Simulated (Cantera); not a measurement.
## Dilute partial oxidation

An isothermal, constant-pressure homogeneous reactor starts with 1.57 % CH3OH, 0.226 % O2, 98.2 % N2, at 1525 K and 0.987 atm.

Model: GRI-Mech 3.0 (53 species, 325 reactions), integrated in Cantera. GRI-Mech 3.0 was tuned for natural gas; its chemistry of methanol as a main component is partial and can be far from experiment.

```csv
t (s),x CH3OH,x O2,x NO,x C2H,x CH3,x O
4.00e-6,0.0157,0.00226,<1e-12,<1e-12,1.36e-6,1.36e-8
2.20e-5,0.0156,0.00224,1.60e-10,<1e-12,6.61e-6,4.24e-8
0.000121,0.0139,0.00205,7.26e-9,2.81e-12,9.26e-6,1.06e-7
0.000663,0.000178,0.000793,3.64e-8,5.61e-12,6.29e-6,7.72e-7
0.00364,2.12e-9,6.03e-7,1.75e-7,1.20e-10,5.29e-6,6.90e-9
0.0200,2.86e-10,4.90e-9,1.67e-7,1.45e-11,7.25e-7,6.16e-11
0.110,6.37e-11,8.78e-11,1.51e-7,3.37e-12,1.72e-7,3.16e-12
0.603,5.08e-11,<1e-12,1.09e-7,2.81e-12,1.43e-7,2.15e-12
3.31,4.82e-11,<1e-12,1.90e-8,2.83e-12,1.41e-7,2.08e-12
18.2,4.44e-11,<1e-12,1.64e-9,2.87e-12,1.30e-7,2.07e-12
100,3.20e-11,<1e-12,3.39e-9,2.24e-12,9.40e-8,2.07e-12
```
x: mole fraction; the columns are a selection and need not sum to one.

Equilibrium at this temperature and pressure: CH3OH <1e-12, O2 <1e-12, NO 1.20e-9, C2H <1e-12, CH3 <1e-12, O 2.05e-12 (gas phase only).
